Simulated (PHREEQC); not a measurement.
Make-up at 20 °C: 1.7 mmol/kgw NiSO4, 59 mmol/kgw Na2SO4 and 7.2 mmol/kgw HCl. Closed to the air; pH follows from the charge balance.

Equilibrium calculation in PHREEQC: ion-association model, wateq4f.dat.

Each row changes one thing in this solution. No solid was allowed to form.

```json
[
 {"case": "as made", "pH": "2.62", "ionic strength (mol/kgw)": "0.163", "Na+ (mol/kgw)": "0.110", "SO4-2 (mol/kgw)": "0.0476", "NaSO4- (mol/kgw)": "0.00803", "HSO4- (mol/kgw)": "0.00424", "SI of Mirabilite (Na2SO4:10H2O)": "-2.64", "SI of Halite (NaCl)": "-4.93"},
 {"case": "diluted 5-fold with water", "pH": "3.08", "ionic strength (mol/kgw)": "0.0355", "Na+ (mol/kgw)": "0.0230", "SO4-2 (mol/kgw)": "0.0109", "NaSO4- (mol/kgw)": "0.000618", "HSO4- (mol/kgw)": "0.000481", "SI of Mirabilite (Na2SO4:10H2O)": "…", "SI of Halite (NaCl)": "-6.20"},
 {"case": "NiSO4 replaced by CuSO4 at the same molality", "pH": "2.62", "ionic strength (mol/kgw)": "0.163", "Na+ (mol/kgw)": "0.110", "SO4-2 (mol/kgw)": "0.0476", "NaSO4- (mol/kgw)": "0.00802", "HSO4- (mol/kgw)": "0.00424", "SI of Mirabilite (Na2SO4:10H2O)": "-2.64", "SI of Halite (NaCl)": "-4.93"},
 {"case": "HCl from 0.0072 to 0.072 mol/kgw", "pH": "1.48", "ionic strength (mol/kgw)": "0.184", "Na+ (mol/kgw)": "0.114", "SO4-2 (mol/kgw)": "0.0254", "NaSO4- (mol/kgw)": "0.00425", "HSO4- (mol/kgw)": "0.0305", "SI of Mirabilite (Na2SO4:10H2O)": "…", "SI of Halite (NaCl)": "-3.93"},
 {"case": "HCl from 0.0072 to 0.00648 mol/kgw", "pH": "2.67", "ionic strength (mol/kgw)": "0.163", "Na+ (mol/kgw)": "0.110", "SO4-2 (mol/kgw)": "0.0480", "NaSO4- (mol/kgw)": "0.00808", "HSO4- (mol/kgw)": "0.00383", "SI of Mirabilite (Na2SO4:10H2O)": "-2.64", "SI of Halite (NaCl)": "-4.98"},
 {"case": "NiSO4 from 0.0017 to 0.00153 mol/kgw", "pH": "2.62", "ionic strength (mol/kgw)": "0.163", "Na+ (mol/kgw)": "0.110", "SO4-2 (mol/kgw)": "0.0476", "NaSO4- (mol/kgw)": "0.00802", "HSO4- (mol/kgw)": "0.00424", "SI of Mirabilite (Na2SO4:10H2O)": "-2.64", "SI of Halite (NaCl)": "-4.93"}
]
```

Problem. Some entries are withheld; supply them.

Solution. 
- diluted 5-fold with water, SI of Mirabilite (Na2SO4:10H2O): -4.33
- HCl from 0.0072 to 0.072 mol/kgw, SI of Mirabilite (Na2SO4:10H2O): -2.92
